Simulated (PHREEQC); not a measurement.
0.97 g of hydrous ferric oxide (600 m²/g; 0.2 weak and 0.005 strong sites per Fe, Dzombak-Morel constants, diffuse double layer) in 1 kg of water with 0.3 mol/kgw of an inert sodium salt and 0.00047 mol ZnSO4, 5.7e-06 mol CaCl2 and 3.2e-06 mol ZnCl2, at 25 °C; the pH is set by adding NaOH or the inert anion's acid. Oxygen is held at 0.21 atm. No CO2 enters from the air. Precipitation was switched off in this run.

The numbers come from PHREEQC with the ion-association model, wateq4f.dat.

```csv
pH,S sorbed (%),Zn sorbed (%),Ca sorbed (%),surface charge σ (C/m²),surface potential ψ (mV)
4,77.1,0.1,0.0,0.238,104
4.5,73.7,0.7,0.0,0.224,101
5,66.1,4.3,0.0,0.199,95
5.5,53.1,11.1,0.0,___,86
6,36.1,___,0.0,0.132,75
6.5,20.8,53.8,0.0,0.104,65
7,10.4,84.6,0.1,0.082,54
7.5,3.8,96.6,0.4,0.057,41
8,0.9,99.4,2.1,0.031,24
8.5,0.2,99.9,12.0,0.005,4
9,0.0,99.9,46.2,-0.022,-17
9.5,0.0,99.9,83.6,-0.051,-37
10,0.0,99.8,96.4,-0.084,-56
10.5,0.0,99.6,___,-0.122,-72
11,0.0,98.3,99.7,-0.160,___
11.5,0.0,89.4,99.9,-0.199,-95
12,0.0,52.8,100.0,-0.268,-108
```

### Question
Fill in the missing entries.

### Answer

- 5.5, surface charge σ (C/m²): 0.165
- 6, Zn sorbed (%): 22.7
- 10.5, Ca sorbed (%): 99.1
- 11, surface potential ψ (mV): -84

Along this series the solution becomes supersaturated in solids that the run did not let form, among them Zn(OH)2-e. Species that the database lacks are ignored.
